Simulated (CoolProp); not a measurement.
Saturation properties of sulfur hexafluoride (Tc = 318.7 K, pc = 37.55 bar, ω = 0.210).

The numbers come from the reference Helmholtz-energy equation of state, Guder 2009 in CoolProp.

```tsv
T (K)	p (bar)	liquid density (kg/m³)	enthalpy of vaporisation (kJ/kg)	liquid cp (kJ/(kg K))	surface tension (mN/m)
240.8	4.529	1756	102.9	0.8929	8.95
250.2	6.261	1704	98.11	0.9271	7.60
259.7	8.469	1647	92.76	0.9668	6.28
269.2	11.21	1586	86.76	1.015	5.02
278.7	14.55	1517	79.89	1.077	3.82
288.1	18.53	1440	71.95	1.166	2.71
297.6	23.33	1346	62.16	1.320	1.69
307.1	29.04	1224	49.13	1.693	0.780
```

Surface tension comes from a separate correlation (Mulero 2012).
